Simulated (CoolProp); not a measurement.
The numbers come from the reference Helmholtz-energy equation of state, Zhou 2016 in CoolProp.

**Question.** For R245ca, give the phase and the cp (kJ/(kg K)), speed of sound (m/s), Joule-Thomson coefficient (K/MPa) at -44.25 °C and 0.201 MPa; 115.85 °C and 0.0719 MPa.

**Answer.** 
- -44.25 °C and 0.201 MPa: liquid; cp 1.32, speed of sound 1030, Joule-Thomson coefficient -0.325
- 115.85 °C and 0.0719 MPa: gas; cp 1.07, speed of sound 159, Joule-Thomson coefficient 11.6
